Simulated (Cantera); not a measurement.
Input (Python, Cantera):

```python
import numpy as np
import cantera as ct

gas = ct.Solution("h2o2.yaml")
gas.TPX = 673, 101325, {'H2': 1, 'O2': 0.847, 'N2': 3.19}
flame = ct.FreeFlame(gas, width=0.04)
flame.set_refine_criteria(ratio=3, slope=0.08, curve=0.16)
flame.transport_model = "mixture-averaged"
flame.solve(loglevel=0, auto=True)
z, T = flame.grid, flame.T
thick = (T[-1] - T[0]) / np.gradient(T, z).max()
show = ['H2', 'O2', 'HO2', 'O', 'H', 'H2O2']
print(f"laminar burning velocity  {flame.velocity[0] * 100:.3f} cm/s")
print(f"burnt temperature         {T[-1]:.1f} K")
print(f"thermal thickness         {thick * 1e3:.4f} mm")
print(f"grid points               {len(z)}")
z0 = z[flame.heat_release_rate.argmax()]
print(f"{'z/mm':>9s}{'T/K':>9s}{'u/(m/s)':>9s}" + "".join(f"{s:>11s}" for s in show))
rows = []
for k in (-3, -2, -1.5, -1, -0.5, -0.25, 0, 0.25, 0.5, 1, 2, 4, 8):
    zz = z0 + k * thick
    rows.append([k * thick, np.interp(zz, z, T), np.interp(zz, z, flame.velocity),
                 *(np.interp(zz, z, flame.X[gas.species_index(s)]) for s in show)])
    print(f"{rows[-1][0] * 1e3:9.3f}{rows[-1][1]:9.1f}{rows[-1][2]:9.3f}" + "".join(f"{x:11.3e}" for x in rows[-1][3:]))
```

It prints:

```
laminar burning velocity  575.104 cm/s
burnt temperature         2109.7 K
thermal thickness         0.4473 mm
grid points               126
     z/mm      T/K  u/(m/s)         H2         O2        HO2          O          H       H2O2
   -1.342    673.0    5.751  1.985e-01  1.682e-01  3.616e-12  9.631e-16  1.237e-15  6.647e-15
   -0.895    673.0    5.751  1.985e-01  1.682e-01  1.069e-09  2.108e-12  6.499e-12  1.716e-12
   -0.671    673.0    5.751  1.985e-01  1.682e-01  3.240e-08  1.164e-10  6.267e-10  5.913e-11
   -0.447    673.1    5.750  1.982e-01  1.682e-01  3.770e-06  2.815e-08  2.995e-07  1.366e-08
   -0.224    702.4    5.944  1.886e-01  1.688e-01  2.459e-04  2.270e-05  2.843e-04  6.341e-06
   -0.112    887.9    7.340  1.536e-01  1.636e-01  1.794e-04  5.549e-04  4.431e-03  1.185e-05
    0.000   1231.7    9.929  7.998e-02  1.314e-01  1.005e-04  5.502e-03  1.869e-02  7.539e-06
    0.112   1491.2   11.907  2.898e-02  9.351e-02  5.975e-05  1.212e-02  2.477e-02  4.008e-06
    0.224   1629.4   12.939  1.653e-02  8.154e-02  4.321e-05  1.337e-02  2.073e-02  2.211e-06
    0.447   1772.1   13.964  1.222e-02  7.740e-02  3.028e-05  1.109e-02  1.318e-02  1.131e-06
    0.895   1899.2   14.845  8.698e-03  7.582e-02  1.947e-05  7.555e-03  6.756e-03  6.272e-07
    1.789   1998.1   15.514  5.115e-03  7.531e-02  1.101e-05  4.285e-03  2.706e-03  3.804e-07
    3.579   2062.1   15.938  2.438e-03  7.557e-02  5.777e-06  2.005e-03  8.294e-04  2.424e-07
```

Detailed kinetics in Cantera: the H2/O2 subset of GRI-Mech 3.0, which has no nitrogen chemistry. Burning velocities carry a grid error of a few per cent, more on coarse grids. Lean hydrogen flames are cellular in practice and burn faster than this planar one.
